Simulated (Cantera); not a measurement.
Diamond growth

A diamond (100) surface in a fixed gas of H2 with x(CH4) = 0.0074, x(H) = 0.031, x(CH3) = 6.4e-05, 31.5 Torr; coverages are run to steady state.

Computed with Cantera and the Harris–Goodwin 1993 mechanism for the reconstructed diamond (100) surface.

```csv
T (K),growth (µm/h),θ c6HH,θ c6H*,θ c6*H,θ c6**,θ c6HM
950,1.12,0.642,0.0144,0.335,0.00675,0.00139
1000,1.42,0.596,0.0186,0.374,0.00984,0.00112
1050,1.73,0.552,0.0232,0.410,0.0138,0.000903
1100,2.01,0.510,0.0282,0.442,0.0186,0.000713
1150,2.14,0.472,0.0334,0.469,0.0244,0.000533
1200,2.02,0.437,0.0387,0.492,0.0311,0.000357
1250,1.67,0.405,0.0442,0.511,0.0387,0.000205
1300,1.29,0.376,0.0496,0.527,0.0471,0.000102
1350,1.04,0.350,0.0549,0.539,0.0564,4.68e-5
1400,0.936,0.326,0.0601,0.547,0.0664,2.06e-5
```
θ: site fractions in the mechanism's names (c6HH fully hydrogenated, c6H* and c6*H radical sites, c6** diradical, c6HM methylated).
